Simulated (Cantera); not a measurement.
A closed system holds: 1 mol SiC, 1.9 mol N₂O, 1.5 mol H₂, at 3.00 mbar.

Cantera equilibrium calculation (NASA polynomials, part measured and part estimated; ideal gas, pure solids and liquids). Candidate condensed phases: C, C₆H₆, C₇H₈, C₈H₁₈, H₂O, Si, SiC, SiO₂, Si₂N₂O, Si₃N₄; 151 gas species. Mutual solubility and eutectic melting of coexisting phases are not modelled. The tables' values for SiN are old estimates; treat these amounts as uncertain. The tables hold silica as quartz up to 1696 K and as liquid above; real silica turns to tridymite and cristobalite and melts near 1996 K. Gases not in the tables: Si₂H₆ and higher silanes. Equilibrium is a limit: real reactors are often held back by kinetics, nucleation or transport.

x: gas mole fraction; n: condensed amount in mol.

| T (°C) | x N₂ | x H₂ | x CO | x SiO | x H | x Si | x HCN | n SiO₂(β-quartz) | n Si₂N₂O(s) | n SiC(s) |
|---|---|---|---|---|---|---|---|---|---|---|
| 975 | 0.380 | 0.372 | 0.248 | 2.04e-6 | 5.20e-6 | <1e-12 | 1.27e-5 | 0.267 | 0.367 | 0 |
| 1075 | 0.380 | 0.372 | 0.248 | 7.53e-5 | 2.58e-5 | 5.75e-12 | 9.31e-6 | 0.267 | 0.367 | 0 |
| 1175 | 0.380 | 0.371 | 0.247 | ? | ? | ? | ? | 0.264 | 0.364 | 0 |
| 1275 | 0.376 | 0.359 | 0.240 | 0.0248 | 0.000337 | 4.01e-8 | 5.38e-6 | 0.232 | 0.332 | 0 |
| 1375 | 0.353 | 0.294 | 0.196 | 0.157 | 0.000881 | 2.61e-6 | 9.32e-6 | 0 | 0.100 | 0 |
| 1475 | 0.358 | 0.282 | 0.179 | 0.179 | 0.00221 | 0.000133 | 0.000104 | 0 | 0 | 0.0493 |
| 1575 | 0.357 | 0.279 | 0.179 | 0.178 | 0.00512 | 0.000781 | 0.000195 | 0 | 0 | 0.0472 |
| 1675 | 0.355 | 0.275 | 0.179 | 0.176 | 0.0108 | 0.00380 | 0.000342 | 0 | 0 | 0.0376 |
| 1775 | 0.348 | 0.264 | 0.182 | 0.166 | ? | ? | ? | 0 | 0 | 0 |
| 1875 | 0.345 | 0.253 | 0.181 | 0.164 | 0.0383 | 0.0171 | 0.000272 | 0 | 0 | 0 |

Question: Some entries are withheld; supply them.

Answer: 
- 1175, x SiO: 0.00167
- 1175, x H: 0.000102
- 1175, x Si: 6.52e-10
- 1175, x HCN: 7.11e-6
- 1775, x H: 0.0210
- 1775, x Si: 0.0154
- 1775, x HCN: 0.000573
